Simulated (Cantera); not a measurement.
Thermodynamics of hydrogen reduction and annealing atmospheres, feed PbO + H2

Input: 1 mol PbO, a varied amount of H2, equilibrated at 2223.15 K and 4.90 bar.

Cantera equilibrium calculation (NASA polynomials, part measured and part estimated; ideal gas, pure solids and liquids). Candidate condensed phases: H2O, Pb, PbO, PbO2, Pb3O4; 12 gas species. Gases not in the tables: (PbO)n polymers. The numbers say what is thermodynamically allowed, not how fast it happens.

```csv
n(H2) (mol),x H2,x H2O,x Pb,x PbO,x H,x Pb2
0.75,0.0108,0.417,0.415,0.152,0.000301,0.00276
1.6,0.236,0.379,0.375,0.00571,0.00141,0.00225
3.2,0.524,0.237,0.235,0.00101,0.00210,0.000888
6.6,0.735,0.131,0.131,0.000221,0.00248,0.000274
14,0.864,0.0665,0.0664,4.85e-5,0.00269,7.07e-5
28,0.928,0.0344,0.0344,1.21e-5,0.00279,1.90e-5
58,0.963,0.0169,0.0169,2.82e-6,0.00284,4.59e-6
120,0.981,0.00825,0.00825,6.59e-7,0.00287,1.09e-6
250,0.989,0.00398,0.00398,1.52e-7,0.00288,2.54e-7
520,0.993,0.00192,0.00192,3.51e-8,0.00289,5.89e-8
1100,0.995,0.000907,0.000907,7.85e-9,0.00289,1.32e-8
```
x: gas mole fraction; nothing condenses.

From 0.75 mol H2 to 1100 mol H2 nothing is condensed.
